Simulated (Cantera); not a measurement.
Feed: 1 mol MgO, 0.056 mol SO2, 0.034 mol H2O, at 113 Torr.

Method: chemical equilibrium by Gibbs-energy minimisation in Cantera with the NASA 1993 tables (ideal gas, pure condensed phases). Candidate condensed phases: H2O, H2SO4, Mg, MgO, Mg(OH)2, MgS, MgSO4, S; 26 gas species. Equilibrium is a limit: real reactors are often held back by kinetics, nucleation or transport.

log p: log10 of the partial pressure in bar; n: condensed amount in mol.

```tsv
T (K)	log p SO2	log p H2O	log p H2	log p O2	log p SO	log p OH	log p SO3	n MgO(s)
1323	-1.03	-1.25	-5.07	-6.13	[?]	-6.35	-5.08	1.00
1373	-1.03	-1.25	-4.92	-5.70	[?]	-6.01	-5.00	1.00
1423	-1.03	-1.25	-4.77	-5.35	[?]	-5.70	-4.95	1.00
1473	-1.03	-1.25	-4.61	-5.05	[?]	-5.43	-4.92	1.00
1523	-1.03	-1.25	-4.44	-4.79	[?]	-5.17	-4.90	1.00
1573	-1.03	-1.25	-4.28	-4.57	[?]	-4.94	-4.90	1.00
1623	-1.03	-1.25	-4.12	-4.37	[?]	-4.72	-4.90	1.00
1673	-1.03	-1.25	-3.97	-4.19	[?]	-4.52	-4.90	1.00
1723	-1.03	-1.25	-3.83	-4.02	[?]	-4.33	-4.90	1.00
1773	-1.03	-1.25	-3.70	-3.87	[?]	-4.16	-4.90	1.00
1823	-1.03	-1.25	-3.57	-3.72	[?]	-3.99	-4.90	1.00
```

Q: Complete the blanks.

A: 
- 1323, log p SO: -5.82
- 1373, log p SO: -5.61
- 1423, log p SO: -5.38
- 1473, log p SO: -5.15
- 1523, log p SO: -4.93
- 1573, log p SO: -4.71
- 1623, log p SO: -4.50
- 1673, log p SO: -4.30
- 1723, log p SO: -4.11
- 1773, log p SO: -3.93
- 1823, log p SO: -3.76
